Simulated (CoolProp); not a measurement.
Properties of acetone at several states (Tc = 508.1 K, pc = 4692 kPa, ω = 0.307).

Computed with CoolProp (reference Helmholtz-energy equation of state, Lemmon 2006). It is a short technical equation, of lower accuracy than the large ones.

```csv
T (K),p (kPa),phase,density (kg/m³),cv (kJ/(kg K)),Joule-Thomson coefficient (K/MPa),fugacity coefficient
301.1,1490,liquid,782.8,1.555,-0.3405,0.02377
307.4,14300,liquid,788.5,1.567,-0.3557,0.004631
327.6,7160,liquid,759.6,1.602,-0.3117,0.01556
299.7,4510,liquid,787.4,1.552,-0.3486,0.008102
337.4,1260,liquid,740.8,1.621,-0.2726,0.1027
```
